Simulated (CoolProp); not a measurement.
Model: reference Helmholtz-energy equation of state, Guder 2009, in CoolProp.

For sulfur hexafluoride, give the phase and the cp (kJ/(kg K)), expansivity (1/kK), fugacity coefficient at 75.65 °C and 4.29 MPa.


- 75.65 °C and 4.29 MPa: supercritical; cp 1.11, expansivity 12.0, fugacity coefficient 0.731
